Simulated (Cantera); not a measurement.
What does this Cantera script print?

```python
import numpy as np
import cantera as ct

gas_names = """
    B BCL BCL2 BCL3 BH BH2 BH3 B2 CL CL2 H HCL H2
""".split()
cond_names = """
    B(b) B(L)
""".split()


# ... load() reads the species with a 1 bar reference pressure and builds the phases ...
atoms = {
    'B': {'B': 1},
    'HCl': {'H': 1, 'CL': 1},
    'H2': {'H': 2},
}
top_T = {}  # K; cautious upper limits of use, not melting points


# ... equilibrate(T, P, feed) seeds the gas with the atoms and calls Mixture.equilibrate('TP', solver="vcs", rtol=1e-11, max_steps=5000) ...
results = []
feed = {'B': 1, 'HCl': 0.047, 'H2': 0.18}  # mol
T = 1675  # K
P = 100000  # Pa
mix = equilibrate(T, P, feed)
results.append((T, P, feed, dict(zip(mix.species_names, mix.species_moles))))
x = sorted(zip(gas.X, gas.species_names), reverse=True)
print(f"T = {T:g} K  P = {P:g} Pa  gas = {mix.phase_moles(0):.4g} mol")
print("   x: " + "  ".join(f"{s} {v:.3e}" for v, s in x if v > 1e-05))
print("   condensed (mol): " + ("  ".join(f"{mix.phase(i).name} {mix.phase_moles(i):.4g}"
      for i in range(1, mix.n_phases) if mix.phase_moles(i) > 1e-12) or "none"))
```

Output:

```
T = 1675 K  P = 100000 Pa  gas = 0.2259 mol
   x: H2 8.119e-01  HCL 1.774e-01  BCL3 9.756e-03  BCL2 5.123e-04  BCL 3.131e-04  H 1.046e-04  BH2 4.048e-05  CL 1.785e-05
   condensed (mol): B(b) 0.9976
```

These are equilibrium values from Cantera (NASA tables, ideal gas, pure condensed phases), not measurements of a reactor. The tables' values for BCl2, BCl, BH2 are old estimates; treat these amounts as uncertain. Gases not in the tables: BHCl2.
